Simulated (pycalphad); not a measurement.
**Freezing of Si-Cu alloys with rising Cu**

Computed with pycalphad from the COST 507 light-alloy database (1999), at 1 atm. These are 1990s assessments: newer ones move some temperatures and phases. Phase fractions are per mole of atoms.

Scheil-Gulliver runs (no diffusion in the solid, steps of 4 K) beside full equilibrium.

```json
[
 {"alloy": "Si-23.75Cu (wt.%)", "liquidus (°C)": "1345", "Scheil, half solid (°C)": "1262", "Scheil, 80 % solid (°C)": "955", "Scheil, invariant end (°C)": "800", "liquid left at that end": "0.17", "equilibrium solidus (°C)": "800"},
 {"alloy": "Si-41.94Cu (wt.%)", "liquidus (°C)": "1262", "Scheil, half solid (°C)": "1081", "Scheil, 80 % solid (°C)": "at the invariant end", "Scheil, invariant end (°C)": "800", "liquid left at that end": "0.35", "equilibrium solidus (°C)": "800"},
 {"alloy": "Si-56.32Cu (wt.%)", "liquidus (°C)": "…", "Scheil, half solid (°C)": "…", "Scheil, 80 % solid (°C)": "at the invariant end", "Scheil, invariant end (°C)": "800", "liquid left at that end": "…", "equilibrium solidus (°C)": "800"}
]
```

Task: Fill in the missing entries.

Result: 
- Si-56.32Cu (wt.%), liquidus (°C): 1175
- Si-56.32Cu (wt.%), Scheil, half solid (°C): at the invariant end
- Si-56.32Cu (wt.%), liquid left at that end: 0.52
